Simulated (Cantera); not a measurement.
A closed system holds: 1 mol Ti, 0.0024 mol O2, 2.3 mol H2, at 10.0 mbar.

Cantera equilibrium calculation (NASA polynomials, part measured and part estimated; ideal gas, pure solids and liquids). Candidate condensed phases: H2O, Ti, TiO, TiO2, Ti2O3, Ti3O5, Ti4O7; 12 gas species. Mutual solubility and eutectic melting of coexisting phases are not modelled. TiO: taken at fixed stoichiometry. Condensed phases not in the tables: N, O or C dissolved in the metal. Equilibrium is a limit: real reactors are often held back by kinetics, nucleation or transport. All values below are at 1923 K.

Base state: H2 0.990, H 0.00937, Ti 0.000342, TiO 1.86e-5 (mole fractions); condensed: Ti(β) + TiO(s).

Problem. What changes in the equilibrium state with this change: Ti replaced by Fe?

Solution. 
```tsv
species	before	after
H2	0.990	0.974
Fe	0	0.0148
H	0.00937	0.00930
H2O	7.49e-7	0.00204
Ti	0.000342	0
TiO	1.86e-5	0
Ti(β), mol	0.994	0
TiO(s), mol	0.00476	0
Fe(l), mol	0	0.965
```
Further candidate phases: Fe, FeO, Fe(OH)2, Fe(OH)3, Fe2O3, Fe3O4.
